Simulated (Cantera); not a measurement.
Mixture: 3.21 % CH4, 0.817 % H2, 20.1 % O2, 75.8 % N2, equivalence ratio 0.34, at 0.330 bar, adiabatic and at constant pressure. Ignition delay is the time to a rise of 400 K.

Detailed kinetics in Cantera: GRI-Mech 3.0 (53 species, 325 reactions).

Q: Predict: delay at 1100 K; delay at 1150 K; delay at 1200 K; delay at 1250 K; delay at 1300 K; delay at 1350 K; delay at 1400 K; apparent activation energy between 1300 and 1400 K.

A: 
- delay at 1100 K: 25.2 ms
- delay at 1150 K: 14.6 ms
- delay at 1200 K: 8.73 ms
- delay at 1250 K: 5.46 ms
- delay at 1300 K: 3.58 ms
- delay at 1350 K: 2.44 ms
- delay at 1400 K: 1.73 ms
- apparent activation energy between 1300 and 1400 K: 110 kJ/mol
